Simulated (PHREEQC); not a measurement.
Synthetic water in mmol/kgw, 25 °C, pH 7.5:

```json
[
 {"constituent": "Na", "mmol/kgw": "303"},
 {"constituent": "K", "mmol/kgw": "70.9"},
 {"constituent": "Ca", "mmol/kgw": "4.92"},
 {"constituent": "Mg", "mmol/kgw": "18.4"},
 {"constituent": "Cl", "mmol/kgw": "245"},
 {"constituent": "S(6)", "mmol/kgw": "86.9"},
 {"constituent": "Alkalinity (meq/kgw)", "mmol/kgw": "5.2"},
 {"constituent": "B", "mmol/kgw": "7.89"}
]
```

Valence states are taken as typed.

The numbers come from PHREEQC with the Pitzer model, pitzer.dat.

No solid was allowed to form.

Task: Predict the activity of water.

Result: activity of water 0.989.

Task: In which forms is C present?

Result: HCO3- 95 %, CO2 4.0 %, CO3-2 0.6 % of the C.
